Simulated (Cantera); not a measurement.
Cantera run:

```python
import numpy as np
import cantera as ct

gas_names = [...]  # 77 gases of nasa_gas.yaml made of C, H, Ti
cond_names = """
    C(gr) C6H6(L) C7H8(L) C8H18(L),n-octa Ti(a) Ti(b) Ti(L) TiC(s) TiC(L)
""".split()


# ... load() reads the species with a 1 bar reference pressure and builds the phases ...
atoms = {
    'TiC': {'Ti': 1, 'C': 1},
    'C': {'C': 1},
    'H2': {'H': 2},
}
top_T = {'C(gr)': 4500}  # K; cautious upper limits of use, not melting points


# ... equilibrate(T, P, feed) seeds the gas with the atoms and calls Mixture.equilibrate('TP', solver="vcs", rtol=1e-11, max_steps=5000) ...
results = []
feed = {'TiC': 1, 'C': 0.0035, 'H2': 0.025}  # mol
P = 14  # Pa
for T in [1625, 1775, 1925, 2075, 2225, 2375, 2525, 2675, 2825, 2975]:
    mix = equilibrate(T, P, feed)
    results.append((T, P, feed, dict(zip(mix.species_names, mix.species_moles))))
    x = sorted(zip(gas.X, gas.species_names), reverse=True)
    print(f"T = {T:g} K  P = {P:g} Pa  gas = {mix.phase_moles(0):.4g} mol")
    print("   x: " + "  ".join(f"{s} {v:.3e}" for v, s in x if v > 0.0001))
    print("   condensed (mol): " + ("  ".join(f"{mix.phase(i).name} {mix.phase_moles(i):.4g}"
          for i in range(1, mix.n_phases) if mix.phase_moles(i) > 1e-12) or "none"))
```

Output:

```
T = 1625 K  P = 14 Pa  gas = 0.02507 mol
   x: H2 9.940e-01  H 5.945e-03
   condensed (mol): C(gr) 0.003498  TiC(s) 1
T = 1775 K  P = 14 Pa  gas = 0.02531 mol
   x: H2 9.757e-01  H 2.416e-02  C2H2,acetylene 1.389e-04
   condensed (mol): C(gr) 0.003493  TiC(s) 1
T = 1925 K  P = 14 Pa  gas = 0.02601 mol
   x: H2 9.220e-01  H 7.758e-02  C2H2,acetylene 4.222e-04
   condensed (mol): C(gr) 0.003478  TiC(s) 1
T = 2075 K  P = 14 Pa  gas = 0.0278 mol
   x: H2 7.979e-01  H 2.011e-01  C2H2,acetylene 9.900e-04
   condensed (mol): C(gr) 0.003445  TiC(s) 1
T = 2225 K  P = 14 Pa  gas = 0.0316 mol
   x: H2 5.807e-01  H 4.172e-01  C2H2,acetylene 1.704e-03  Ti 2.713e-04
   condensed (mol): C(gr) 0.003394  TiC(s) 1
T = 2375 K  P = 14 Pa  gas = 0.0379 mol
   x: H 6.745e-01  H2 3.202e-01  Ti 2.418e-03  C2H2,acetylene 1.988e-03  C3 4.567e-04  C2H 2.273e-04  C 1.946e-04
   condensed (mol): C(gr) 0.00336  TiC(s) 0.9999
T = 2525 K  P = 14 Pa  gas = 0.04524 mol
   x: H 8.462e-01  H2 1.276e-01  Ti 1.653e-02  C3 5.218e-03  C 1.671e-03  C2H2,acetylene 1.532e-03  C2H 7.689e-04  C2 4.830e-04
   condensed (mol): C(gr) 0.003206  TiC(s) 0.9993
T = 2675 K  P = 14 Pa  gas = 0.05651 mol
   x: H 8.123e-01  Ti 9.224e-02  C3 4.281e-02  H2 3.463e-02  C 1.106e-02  C2 4.147e-03  C2H 1.717e-03  C2H2,acetylene 7.215e-04  C5 2.514e-04
   condensed (mol): TiC(s) 0.9948
T = 2825 K  P = 14 Pa  gas = 0.194 mol
   x: Ti 5.250e-01  H 2.546e-01  C3 1.499e-01  C 4.866e-02  C2 1.866e-02  H2 1.139e-03  C5 9.712e-04  C2H 7.543e-04  C4 2.353e-04
   condensed (mol): TiC(s) 0.8981
T = 2975 K  P = 14 Pa  gas = 1.531 mol
   x: Ti 6.531e-01  C3 1.519e-01  C 1.273e-01  C2 3.437e-02  H 3.257e-02  C5 5.143e-04  C4 2.135e-04
   condensed (mol): none
```

Method: chemical equilibrium by Gibbs-energy minimisation in Cantera with the NASA 1993 tables (ideal gas, pure condensed phases). TiC: taken at fixed stoichiometry.
